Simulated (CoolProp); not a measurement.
A single-stage vapour-compression cycle with R236EA: evaporating at 252.15 K (dew point), condensing at 315.15 K (bubble point), superheat 8 K, subcooling 8 K, compressor efficiency 0.7, no pressure losses. Each further row changes one setting.

Computed with CoolProp (reference Helmholtz-energy equation of state, Rui 2013).

| case | cooling COP | pressure ratio | discharge temperature (K) | refrigerating effect (kJ/kg) | volumetric capacity (kJ/m³) |
|---|---|---|---|---|---|
| as stated | ? | 12.4 | 329.5 | 117 | 241 |
| evaporating temperature 257.15 K | 2.50 | 9.62 | ? | 120 | ? |
| condensing temperature 310.15 K | 2.46 | ? | ? | 123 | 254 |
| subcooling 13 K | 2.31 | 12.4 | 329.5 | 123 | 254 |
| superheat 18 K | 2.24 | 12.4 | 340.3 | ? | 247 |
| compressor efficiency 0.6 | 1.88 | 12.4 | 338.8 | 117 | 241 |

### Question
Some entries are withheld; supply them.

### Answer

- as stated, cooling COP: 2.19
- evaporating temperature 257.15 K, discharge temperature (K): 328.1
- evaporating temperature 257.15 K, volumetric capacity (kJ/m³): 316
- condensing temperature 310.15 K, pressure ratio: 10.6
- condensing temperature 310.15 K, discharge temperature (K): 324.9
- superheat 18 K, refrigerating effect (kJ/kg): 125
